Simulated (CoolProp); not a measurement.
R410A at 298.15 K and 0.246 MPa flows at 1.2 m/s in a round tube of 6 mm bore and 45 µm roughness, fully developed (64/Re and Nu = 3.66 if laminar; Colebrook and Gnielinski if turbulent). Each further row changes one setting.

Computed with CoolProp (reference Helmholtz-energy equation of state, Lemmon 2003). It is a pseudo-pure fit of the blend.

```tsv
case	Reynolds number	Darcy friction factor	pressure drop (Pa/m)	heat-transfer coefficient (W/(m² K))	mass flow (kg/h)
as stated	4150	0.0466	41.6	38.3	0.909
velocity 2.4 m/s	8290	0.0415	148	78.4	1.82
diameter 12 mm	8290	0.0373	16.7	35.0	3.64
```

Viscosity comes from a separate model (Geller 2000). Thermal conductivity comes from a separate model (Geller 2001).
